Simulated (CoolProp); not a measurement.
Vapour-liquid equilibrium of toluene (1) + o-xylene (2) at 0.573 MPa; x and y are mole fractions of (1).

Model: multi-fluid Helmholtz-energy mixture model, Lemmon 2006 and Zhou 2012; pair parameters Bell 2016, in CoolProp.

```json
[
 {"x": "0.05", "bubble temperature, mixture model (K)": "495.1", "bubble temperature, Raoult's law (K)": "494.8", "y, mixture model": "0.083", "y, Raoult's law": "0.095"},
 {"x": "0.125", "bubble temperature, mixture model (K)": "491.6", "bubble temperature, Raoult's law (K)": "491.0", "y, mixture model": "0.201", "y, Raoult's law": "0.222"},
 {"x": "0.2", "bubble temperature, mixture model (K)": "488.1", "bubble temperature, Raoult's law (K)": "487.4", "y, mixture model": "?", "y, Raoult's law": "0.335"},
 {"x": "0.275", "bubble temperature, mixture model (K)": "484.7", "bubble temperature, Raoult's law (K)": "484.0", "y, mixture model": "0.407", "y, Raoult's law": "0.434"},
 {"x": "0.35", "bubble temperature, mixture model (K)": "481.4", "bubble temperature, Raoult's law (K)": "480.7", "y, mixture model": "0.496", "y, Raoult's law": "0.523"},
 {"x": "0.425", "bubble temperature, mixture model (K)": "478.3", "bubble temperature, Raoult's law (K)": "477.7", "y, mixture model": "?", "y, Raoult's law": "0.602"},
 {"x": "0.5", "bubble temperature, mixture model (K)": "475.3", "bubble temperature, Raoult's law (K)": "474.8", "y, mixture model": "0.650", "y, Raoult's law": "0.673"},
 {"x": "0.575", "bubble temperature, mixture model (K)": "472.4", "bubble temperature, Raoult's law (K)": "472.0", "y, mixture model": "0.717", "y, Raoult's law": "0.737"},
 {"x": "0.65", "bubble temperature, mixture model (K)": "469.7", "bubble temperature, Raoult's law (K)": "469.3", "y, mixture model": "0.777", "y, Raoult's law": "0.795"},
 {"x": "0.725", "bubble temperature, mixture model (K)": "?", "bubble temperature, Raoult's law (K)": "466.8", "y, mixture model": "0.832", "y, Raoult's law": "0.847"},
 {"x": "0.8", "bubble temperature, mixture model (K)": "464.6", "bubble temperature, Raoult's law (K)": "464.4", "y, mixture model": "0.883", "y, Raoult's law": "0.894"},
 {"x": "0.875", "bubble temperature, mixture model (K)": "462.2", "bubble temperature, Raoult's law (K)": "462.1", "y, mixture model": "0.929", "y, Raoult's law": "0.937"},
 {"x": "0.95", "bubble temperature, mixture model (K)": "459.9", "bubble temperature, Raoult's law (K)": "459.9", "y, mixture model": "0.973", "y, Raoult's law": "0.976"}
]
```

Some entries are withheld; supply them.


- 0.2, y, mixture model: 0.308
- 0.425, y, mixture model: 0.577
- 0.725, bubble temperature, mixture model (K): 467.1

The largest gap from Raoult's law is +0.7 K in bubble temperature, at x = 0.275. No azeotrope shows between x = 0.05 and 0.95.

Pair parameters are fitted to limited data, so mixtures are less certain than the pure fluids.
